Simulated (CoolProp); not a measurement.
Properties of methane along the isotherm -136.95 °C (Tc = -82.6 °C, pc = 4.599 MPa, ω = 0.011).

The numbers come from the reference Helmholtz-energy equation of state, Setzmann 1991 in CoolProp.

| p (MPa) | phase | speed of sound (m/s) | isothermal compressibility (1/MPa) |
|---|---|---|---|
| 0.00727 | gas | 306.5 | 137.7 |
| 0.0165 | gas | 306.1 | 60.80 |
| 0.0377 | gas | 305.4 | 26.72 |
| 0.0857 | gas | 303.6 | 11.87 |
| 0.195 | gas | 299.5 | 5.344 |
| 0.444 | gas | 289.0 | 2.511 |
| 1.01 | liquid | 1088 | 0.004188 |
| 2.3 | liquid | 1107 | 0.003973 |
